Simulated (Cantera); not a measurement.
Input (Python, Cantera) and output of one run.

```python
import numpy as np
import cantera as ct

gas_names = """
    N2 CL2
""".split()
cond_names = """
    Si(cr) Si3N4(a)
""".split()


# ... load() reads the species with a 1 bar reference pressure and builds the phases ...
species = {s.name: s for s in load("nasa_gas.yaml", gas_names) + load("nasa_condensed.yaml", cond_names)}
T = 700
g = {n: (s.thermo.h(T) - T * s.thermo.s(T)) / (ct.gas_constant * T * np.log(10)) for n, s in species.items()}
valid = cond_names  # the entries whose range holds T


def stable(la, lb):
    # potentials (over RT ln 10) of the two non-metals from log10 p(N2) and log10 p(CL2) in bar
    mu = {}
    mu["N"] = (g["N2"] + la) / 2
    mu["Cl"] = (g["CL2"] + lb) / 2
    cost = {}
    for n in valid:
        c = species[n].composition
        cost[n] = (g[n] - sum(c.get(e, 0) * m for e, m in mu.items())) / c["Si"]
    return min(cost, key=cost.get)


results = []
for lb in [0, -5.6, -11.2, -16.8, -22.4, -28, -33.6, -39.2, -44.8, -50.4, -56]:
    row = [stable(la, lb) for la in [-33, -31.2, -29.3, -27.5, -25.7, -23.8, -22, -20.2, -18.3, -16.5, -14.7, -12.8, -11, -9.2, -7.3, -5.5, -3.7, -1.8, 0]]
    results.append(row)
    print(f"{lb:6.1f}  " + " ".join(f"{valid.index(n):x}" for n in row))
print("key: " + ", ".join(f"{i:x} {n}" for i, n in enumerate(valid)))
```

It prints:

```
   0.0  0 0 0 0 0 0 0 0 1 1 1 1 1 1 1 1 1 1 1
  -5.6  0 0 0 0 0 0 0 0 1 1 1 1 1 1 1 1 1 1 1
 -11.2  0 0 0 0 0 0 0 0 1 1 1 1 1 1 1 1 1 1 1
 -16.8  0 0 0 0 0 0 0 0 1 1 1 1 1 1 1 1 1 1 1
 -22.4  0 0 0 0 0 0 0 0 1 1 1 1 1 1 1 1 1 1 1
 -28.0  0 0 0 0 0 0 0 0 1 1 1 1 1 1 1 1 1 1 1
 -33.6  0 0 0 0 0 0 0 0 1 1 1 1 1 1 1 1 1 1 1
 -39.2  0 0 0 0 0 0 0 0 1 1 1 1 1 1 1 1 1 1 1
 -44.8  0 0 0 0 0 0 0 0 1 1 1 1 1 1 1 1 1 1 1
 -50.4  0 0 0 0 0 0 0 0 1 1 1 1 1 1 1 1 1 1 1
 -56.0  0 0 0 0 0 0 0 0 1 1 1 1 1 1 1 1 1 1 1
key: 0 Si(cr), 1 Si3N4(a)
```

Cantera with NASA thermochemical tables; ideal gases at 1 bar, condensed phases pure. The tables' values for SiN are old estimates. Part of the grid cannot be reached: there another gas would pass 10 bar, or a non-metal would condense.
